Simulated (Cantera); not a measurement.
A closed system holds: 1 mol TiO₂, 28 mol H₂, at 1202 °C and 1430 Torr.

Equilibrium computed with Cantera from the NASA thermochemical tables; the gas is ideal and each condensed phase is pure. Candidate condensed phases: H₂O, Ti, TiO, TiO₂, Ti₂O₃, Ti₃O₅, Ti₄O₇; 12 gas species. Condensed phases not in the tables: Magnéli phases beyond Ti₄O₇. The numbers say what is thermodynamically allowed, not how fast it happens.

Base state: H₂ 0.991, H₂O 0.00893 (mole fractions); condensed: Ti₄O₇(s).

**Question.** What changes in the equilibrium state with this change: temperature from 1202 °C to 1975 °C?

**Answer.** 
```csv
species,before,after
H₂,0.991,0.983
H₂O,0.00893,0.0119
H,9.37e-6,0.00528
"Ti₄O₇(s), mol",0.250,0
"Ti₃O₅(l), mol",0,0.333
```
